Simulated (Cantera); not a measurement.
Carbothermic reduction: TiO₂ + C + CO + CH₄

Input: 1 mol TiO₂, 2.1 mol C, 0.26 mol CO, 1.2 mol CH₄, held at 2373 K and 101000 Pa.

These are equilibrium values from Cantera (NASA tables, ideal gas, pure condensed phases), not measurements of a reactor. Candidate condensed phases: C, C₆H₆, C₇H₈, C₈H₁₈, H₂O, Ti, TiC, TiO, TiO₂, Ti₂O₃, Ti₃O₅, Ti₄O₇; 113 gas species. TiC: taken at fixed stoichiometry. Rates play no part.

```json
{
 "x(H₂)": "0.504",
 "x(CO)": "0.483",
 "x(H)": "0.00985",
 "x(C₂H₂ (acetylene))": "0.00310",
 "x(CH₄)": "4.81e-5",
 "x(CH₃)": "1.74e-5",
 "x(H₂O)": "8.36e-6",
 "x(C₄H₂)": "7.84e-6",
 "x(C₂H)": "3.27e-6",
 "n(C(graphite))": "0.270 mol",
 "n(TiC(s))": "1.000 mol",
 "gas_amount": "4.683 mol",
 "log10 activity of Ti(l) (absent)": "-3.26",
 "log10 activity of Ti₂O₃(l) (absent)": "-8.52",
 "log10 activity of Ti₃O₅(l) (absent)": "-13.96"
}
```
